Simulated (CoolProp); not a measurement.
Vapour-liquid equilibrium of n-perfluorobutane (1) + R365MFC (2) at 335.1 K; x and y are mole fractions of (1).

The numbers come from the multi-fluid Helmholtz-energy mixture model, Gao 2022 and Lemmon 2016; pair parameters Bell 2016 in CoolProp.

Give the bubble pressure and the first vapour's composition at x = 0.5, 0.575, 0.725. Is there an azeotrope?

x = 0.5: 0.6330 MPa, y = 0.739; x = 0.575: 0.6564 MPa, y = 0.764; x = 0.725: 0.6996 MPa, y = 0.823. No azeotrope shows between x = 0.05 and 0.95.

Pair parameters are fitted to limited data, so mixtures are less certain than the pure fluids. With so large a gap from Raoult's law the liquid may split in two, which this calculation doesn't test in full.
